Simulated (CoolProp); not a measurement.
The numbers come from the reference Helmholtz-energy equation of state, Lemmon 2006 in CoolProp. It is a short technical equation, of lower accuracy than the large ones.

### Question
For nitrous oxide, give the phase and the cp (kJ/(kg K)), cv (kJ/(kg K)) at 193.45 °C and 1.46 MPa; 53.95 °C and 0.0191 MPa.

### Answer
- 193.45 °C and 1.46 MPa: gas; cp 1.04, cv 0.836
- 53.95 °C and 0.0191 MPa: gas; cp 0.906, cv 0.717
